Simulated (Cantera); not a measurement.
# Diamond growth

A diamond (100) surface in a fixed gas of H2 with x(CH4) = 0.0027, x(CH3) = 5e-05, at 1125 K, 0.0138 atm; coverages are run to steady state.

Computed with Cantera and the Harris–Goodwin 1993 mechanism for the reconstructed diamond (100) surface.

```
x(H)     growth (µm/h)  θ c6HH  θ c6H*  θ c6*H   θ c6**    θ c6HM
-------  -------------  ------  ------  ------  -------  --------
0.0001          0.0102   0.603  0.0244   0.365  0.00544  0.000887
0.0002          0.0197   0.554  0.0272   0.407  0.00920   0.00106
0.00041         0.0351   0.524  0.0288   0.431   0.0133   0.00120
0.00082         0.0584   0.508  0.0296   0.444   0.0165   0.00127
0.0016          0.0945   0.499  0.0300   0.450   0.0186   0.00125
0.0033           0.157   0.495  0.0303   0.453   0.0200   0.00114
0.0067           0.244   0.493  0.0304   0.455   0.0207  0.000935
0.013            0.340   0.492  0.0305   0.456   0.0211  0.000696
0.027            0.439   0.491  0.0306   0.456   0.0213  0.000443
```
θ: site fractions in the mechanism's names (c6HH fully hydrogenated, c6H* and c6*H radical sites, c6** diradical, c6HM methylated).
